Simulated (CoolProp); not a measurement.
R236FA at 293.15 K and 0.613 MPa is throttled through a valve to 0.37 MPa with no heat exchange. Each further row changes one setting.

Values from CoolProp's reference Helmholtz-energy equation of state, Pan 2012.

```json
[
 {"case": "as stated", "temperature change (K)": "+0.0", "final phase": "liquid", "final density (kg/m³)": "1380"},
 {"case": "outlet pressure 0.111 MPa", "temperature change (K)": "-19.3", "final phase": "two-phase, vapour fraction 0.148", "final density (kg/m³)": "51.0"},
 {"case": "outlet pressure 0.481 MPa", "temperature change (K)": "+0.0", "final phase": "liquid", "final density (kg/m³)": "1380"}
]
```
